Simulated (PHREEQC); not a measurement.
PHREEQC input (Pitzer model, pitzer.dat):

```
SOLUTION 1
  temp 25
  units mol/kgw
  pH 7 charge
  Br 0.357
  Na 0.15
  S(6) 0.00019
  Ca 0.00019
  Cl 0.193
  K 0.12
  Mg 0.14
END
USE solution 1
INCREMENTAL_REACTIONS false
REACTION 1
  H2O -1
  0 9.886 18.011 24.689 30.178 34.689 38.397 41.444
  43.949 46.007 47.699 49.089 50.232 moles
EQUILIBRIUM_PHASES 1
  Arcanite 0 0
  Bischofite 0 0
  Bloedite 0 0
  Brucite 0 0
  Carnallite 0 0
  Epsomite 0 0
  Glaserite 0 0
  Glauberite 0 0
  Gypsum 0 0
  Anhydrite 0 0
  Halite 0 0
  Hexahydrite 0 0
  Kainite 0 0
  Kieserite 0 0
  Leonite 0 0
  Mirabilite 0 0
  Misenite 0 0
  Polyhalite 0 0
  Portlandite 0 0
  Schoenite 0 0
  Sylvite 0 0
  Syngenite 0 0
  Thenardite 0 0
  MgCl2_4H2O 0 0
SELECTED_OUTPUT 1
  -reset false
  -pH true
  -pe true
  -ionic_strength true
  -water true
  -activities H2O
  -totals Br Ca Cl K Mg Na S
  -molalities H+ Na+ K+ Mg+2 Ca+2 Cl- SO4-2 Br- OH- HSO4-
    MgOH+
  -equilibrium_phases Arcanite Bischofite Bloedite Brucite Carnallite Epsomite Glaserite Glauberite Gypsum Anhydrite
    Halite Hexahydrite Kainite Kieserite Leonite Mirabilite Misenite Polyhalite Portlandite Schoenite
    Sylvite Syngenite Thenardite MgCl2_4H2O
PRINT
  -reset false
END
```

Selected output (columns that matter, 13 of 13 rows; water left (kg) added in front):

```
water left (kg)	pH	mu	Br	Ca	Cl	K	Mg	Na	S	m_H+	m_Na+	m_K+	m_Mg+2	la_H2O
1	6.5145	0.69076	0.357	0.00019	0.193	0.12	0.14	0.15	0.00019	3.5811e-07	0.15	0.12	0.14	-0.0068827
0.821894	6.4645	0.84045	0.43436	0.00023117	0.23482	0.146	0.17034	0.18251	0.00023117	3.8711e-07	0.18251	0.146	0.17034	-0.0084568
0.675514	6.4076	1.0226	0.52849	0.00028127	0.28571	0.17764	0.20725	0.22205	0.00028127	4.2019e-07	0.22205	0.17764	0.20725	-0.010423
0.555203	6.3421	1.2442	0.64301	0.00034222	0.34762	0.21614	0.25216	0.27017	0.00034222	4.5841e-07	0.27017	0.21614	0.25216	-0.012897
0.456313	6.2659	1.5138	0.78236	0.00041638	0.42296	0.26298	0.30681	0.32872	0.00041638	5.0326e-07	0.32872	0.26298	0.30681	-0.016035
0.375043	6.1763	1.8418	0.95189	0.00050661	0.51461	0.31996	0.37329	0.39995	0.00050661	5.5691e-07	0.39995	0.31996	0.37329	-0.020053
0.30824	6.07	2.241	1.1582	0.0006164	0.62614	0.38931	0.45419	0.48663	0.0006164	6.2251e-07	0.48663	0.38931	0.45419	-0.025258
0.253345	5.9428	2.7266	1.4091	0.00074997	0.76181	0.47366	0.55261	0.59208	0.00074997	7.0468e-07	0.59208	0.47366	0.55261	-0.032083
0.208215	5.7895	3.3175	1.7146	0.00091252	0.92693	0.57633	0.67238	0.72041	0.00091252	8.1036e-07	0.72041	0.57633	0.67238	-0.041157
0.171138	5.604	4.0363	2.086	0.0011102	1.1277	0.70119	0.81805	0.87649	0.0011102	9.4992e-07	0.87649	0.70119	0.81805	-0.053376
0.140655	5.3788	4.911	2.5381	0.0013508	1.3722	0.85315	0.99534	1.0664	0.0013508	1.1395e-06	1.0664	0.85315	0.99534	-0.070062
0.115613	5.1055	5.9748	3.0879	0.0016434	1.6694	1.0379	1.2109	1.2974	0.0016434	1.4041e-06	1.2974	1.0379	1.2109	-0.093106
0.0950203	4.7736	7.2696	3.7571	0.0019996	2.0311	1.2629	1.4734	1.5786	0.0019996	1.7846e-06	1.5786	1.2629	1.4734	-0.12531
```

Complexes and solids missing from the database can't appear.
